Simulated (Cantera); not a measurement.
**Equilibrium for boron, boron nitride and boron oxide: borazine + H2O + H2**

Charge: 1 mol borazine, 1.4 mol H2O, 2.6 mol H2, held at 0.0100 bar.

Equilibrium computed with Cantera from the NASA thermochemical tables; the gas is ideal and each condensed phase is pure. Candidate condensed phases: B, BN, B2O3, B3O3H3, H2O; 39 gas species. The feed counts by its element totals alone. Mutual solubility and eutectic melting of coexisting phases are not modelled. The tables' values for BH2 are old estimates; treat these amounts as uncertain. Equilibrium is a limit: real reactors are often held back by kinetics, nucleation or transport.

| T (K) | x H2 | x N2 | x HBO | x B2O3 | x B2O2 | x HBO2 | x BO | n BN(s) | n B2O3(l) |
|---|---|---|---|---|---|---|---|---|---|
| 1050 | 0.937 | 0.0623 | 2.38e-7 | 3.26e-9 | 2.64e-12 | 1.96e-5 | 1.23e-12 | 2.07 | 0.465 |
| 1150 | 0.937 | 0.0623 | 4.35e-6 | 1.66e-7 | 5.25e-10 | 0.000107 | 1.63e-10 | 2.07 | 0.464 |
| 1250 | 0.937 | 0.0622 | 4.93e-5 | 4.41e-6 | 4.38e-8 | 0.000434 | 9.75e-9 | 2.07 | 0.463 |
| 1350 | 0.935 | 0.0621 | 0.000386 | 7.03e-5 | 1.86e-6 | 0.00141 | 3.14e-7 | 2.07 | 0.456 |
| 1450 | 0.931 | 0.0618 | 0.00225 | 0.000751 | 4.65e-5 | 0.00385 | 6.19e-6 | 2.07 | 0.434 |
| 1550 | 0.911 | 0.0617 | 0.0103 | 0.00583 | 0.000757 | 0.00904 | 8.23e-5 | 2.06 | 0.345 |
| 1650 | 0.845 | 0.0638 | 0.0355 | 0.0296 | 0.00770 | 0.0167 | 0.000747 | 1.98 | 0 |
| 1750 | 0.821 | 0.0712 | 0.0578 | 0.0196 | 0.0170 | 0.00862 | 0.00280 | 1.83 | 0 |
| 1850 | 0.796 | 0.0777 | 0.0762 | 0.00858 | 0.0254 | 0.00350 | 0.00777 | 1.70 | 0 |
x: gas mole fraction; n: condensed amount in mol.

From 1050 K to 1550 K the condensed part is BN(s) + B2O3(l). From 1650 K to 1850 K the condensed part is BN(s). The main B-bearing gas is HBO2 at 1050 K and HBO at 1850 K.
